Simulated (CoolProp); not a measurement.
The fluid at 519.87 K and 0.4 MPa (gas) is heated at constant pressure to 569.5 K. The same conditions are run with several fluids, on thermodynamics alone (safety and materials aside).

Values from CoolProp's reference Helmholtz-energy equation of state of each fluid (benzene: Thol 2012; normal hydrogen: Leachman 2009; cyclohexane: Zhou 2014).

Rank benzene, normal hydrogen, cyclohexane by heat (kJ/kg), highest first.

normal hydrogen (721), cyclohexane (123), benzene (96.1)

| fluid | final density (kg/m³) |
|---|---|
| benzene | 6.78 |
| normal hydrogen | 0.170 |
| cyclohexane | 7.34 |
